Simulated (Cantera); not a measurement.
Charge: 1 mol borazine, 25 mol H2.

Method: chemical equilibrium by Gibbs-energy minimisation in Cantera with the NASA 1993 tables (ideal gas, pure condensed phases). Candidate condensed phases: B, BN; 15 gas species. The feed counts by its element totals alone. Mutual solubility and eutectic melting of coexisting phases are not modelled. Equilibrium is a limit: real reactors are often held back by kinetics, nucleation or transport.

### Question
What condenses at these points (T in K, P in Pa): (1723, 32000); (1648, 3200); (1798, 32); (1948, 10); (1348, 10); (1648, 32)?

### Answer
| T (K) | P in Pa | condensed phases | B condensed (%) |
|---|---|---|---|
| 1723 | 32000 | BN | 100.0 |
| 1648 | 3200 | BN | 100.0 |
| 1798 | 32 | B + BN | 99.9 |
| 1948 | 10 | B | 99.1 |
| 1348 | 10 | BN | 100.0 |
| 1648 | 32 | B + BN | 100.0 |
